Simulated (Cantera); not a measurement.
What does this Cantera script print?

```python
import numpy as np
import cantera as ct

gas = ct.Solution("gri30.yaml")


def delay(T, t_max=10):
    gas.TPX = T, 300000, {'CH4': 1, 'C2H6': 0.11, 'O2': 1.49, 'N2': 5.6}
    reactor = ct.IdealGasReactor(gas, clone=False)
    net = ct.ReactorNet([reactor])
    net.rtol, net.atol = 1e-8, 1e-16
    while net.time < t_max:
        t_old, T_old = net.time, reactor.T
        net.step()
        if reactor.T > T + 400:  # ignition: a rise of 400 K
            return t_old + (T + 400 - T_old) / (reactor.T - T_old) * (net.time - t_old)
    return np.nan


taus = []
for T in [1050, 1125, 1200, 1275, 1350, 1425, 1500, 1575, 1650]:
    taus.append(delay(T))
    print(f"T0 = {T:6g} K   tau = {taus[-1]:.4e} s")
```

It prints:

```
T0 =   1050 K   tau = 1.7706e-02 s
T0 =   1125 K   tau = 5.8908e-03 s
T0 =   1200 K   tau = 2.4005e-03 s
T0 =   1275 K   tau = 1.0930e-03 s
T0 =   1350 K   tau = 5.2407e-04 s
T0 =   1425 K   tau = 2.5776e-04 s
T0 =   1500 K   tau = 1.3002e-04 s
T0 =   1575 K   tau = 6.8180e-05 s
T0 =   1650 K   tau = 3.7732e-05 s
```

Detailed kinetics in Cantera: GRI-Mech 3.0 (53 species, 325 reactions).
